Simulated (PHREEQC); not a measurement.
Synthetic water in mg/kgw, 25 °C, pH 7.48, pe 8.7:

```
constituent         mg/kgw
------------------  ------
Na                    3.74
K                     3.81
Ca                    15.9
Mg                    5.32
Cl                    3.19
S(6) as SO4           38.8
Alkalinity as HCO3    35.7
Li                   0.146
Si as SiO2          0.0825
```

Valence states are taken as typed.

Equilibrium calculation in PHREEQC: ion-association model, phreeqc.dat.

Precipitation was switched off in this run.

Question: Order these S species by the share of S that they hold, largest first: MgSO4, CaSO4, SO4-2.

Answer: SO4-2 (93 %), CaSO4 (4.1 %), MgSO4 (2.9 %)

Question: Order these Mg species by the share of Mg that they hold, largest first: Mg+2, MgHCO3+, MgSO4.

Answer: Mg+2 (94 %), MgSO4 (5.4 %), MgHCO3+ (0.52 %)

The pH is 7.48 and the ionic strength 0.00239 mol/kgw.
